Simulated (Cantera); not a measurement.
A Cantera script and what it prints.

```python
import numpy as np
import cantera as ct

gas_names = """
    NH3 H2O N
""".split()
cond_names = """
    ZrO2(a) ZrO2(b) ZrO2(L) Zr(a) Zr(b) Zr(L)
""".split()


# ... load() reads the species with a 1 bar reference pressure and builds the phases ...
species = {s.name: s for s in load("nasa_gas.yaml", gas_names) + load("nasa_condensed.yaml", cond_names)}
# Each term lists the table entries of one substance; the one whose range holds T is used.
reactions = {
    '3 ZrO2 + 4 NH3(g) = 6 H2O(g) + 3 Zr + 4 N(g)':
        [(-3, ['ZrO2(a)', 'ZrO2(b)', 'ZrO2(L)']), (-4, ['NH3']), (6, ['H2O']), (3, ['Zr(a)', 'Zr(b)', 'Zr(L)']), (4, ['N'])],
}


def pick(names, T):
    return next(species[n] for n in names if species[n].thermo.min_temp <= T <= species[n].thermo.max_temp)


results = []
for label, terms in reactions.items():
    print(label)
    print("     T/K   dH/kJ  dS/(J/K)   dG/kJ   log10 K")
    for T in [1273, 1423, 1573, 1723, 1873, 2023, 2173]:
        used = [(nu, pick(names, T)) for nu, names in terms]
        dH = sum(nu * s.thermo.h(T) for nu, s in used) / 1e6
        dS = sum(nu * s.thermo.s(T) for nu, s in used) / 1e3
        dG = dH - T * dS / 1e3
        logK = -dG * 1e6 / (ct.gas_constant * T * np.log(10))
        results.append((label, T, dH, dS, dG, logK, [s.name for _, s in used]))
        print(f"{T:8g} {dH:8.1f} {dS:8.1f} {dG:8.1f} {logK:8.2f}")
```

It prints:

```
3 ZrO2 + 4 NH3(g) = 6 H2O(g) + 3 Zr + 4 N(g)
     T/K   dH/kJ  dS/(J/K)   dG/kJ   log10 K
    1273   3914.1    944.6   2711.6  -111.26
    1423   3907.2    939.5   2570.3   -94.35
    1573   3884.1    923.8   2430.9   -80.72
    1723   3880.1    921.4   2292.5   -69.50
    1873   3876.8    919.6   2154.4   -60.08
    2023   3874.2    918.2   2016.6   -52.07
    2173   3936.0    947.3   1877.5   -45.13
```

Standard-state values (1 bar) from the NASA 1993 polynomials, evaluated with Cantera. Condensed species are held in their standard states even where they would react or evaporate.
